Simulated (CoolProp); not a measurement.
Model: reference Helmholtz-energy equation of state, de Reuck 1993, in CoolProp.

### Question
For methanol, give the phase and the cp (kJ/(kg K)) at 449.8 K and 1.49 bar; 475.2 K and 1.49 bar.

### Answer
- 449.8 K and 1.49 bar: gas; cp 1.80
- 475.2 K and 1.49 bar: gas; cp 1.84
